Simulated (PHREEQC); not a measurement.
Dissolve 0.0084 mol ZnSO4, 0.0024 mol NaOH and 0.076 mol FeSO4 per kg of water at 25 °C. Closed to the air; pH follows from the charge balance.

The numbers come from PHREEQC with the ion-association model, wateq4f.dat.

| Quantity | Result |
|---|---|
| pH | 8.29 |
| ionic strength | 0.186 mol/kgw |
| total alkalinity | 2.40 meq/kg |

| species | molality | activity | log γ |
|---|---|---|---|
| SO4-2 | 0.0457 | 0.0137 | -0.523 |
| Fe+2 | 0.0420 | 0.0140 | -0.476 |
| FeSO4 | 0.0328 | 0.0343 | 0.019 |
| ZnSO4 | 0.00326 | 0.00341 | 0.019 |
| Zn+2 | 0.00316 | 0.00106 | -0.476 |
| Na+ | 0.00225 | 0.00168 | -0.126 |
| Zn(SO4)2-2 | 0.00120 | 0.000380 | -0.501 |
| FeOH+ | 0.00115 | 0.000855 | -0.129 |
| Zn(OH)2 | 0.000473 | 0.000493 | 0.019 |
| ZnOH+ | 0.000298 | 0.000223 | -0.125 |

Precipitation was switched off in this run. Saturation is exceeded, for instance for Zn(OH)2-e, Zn4(OH)6SO4; the values hold only as long as no solid forms.
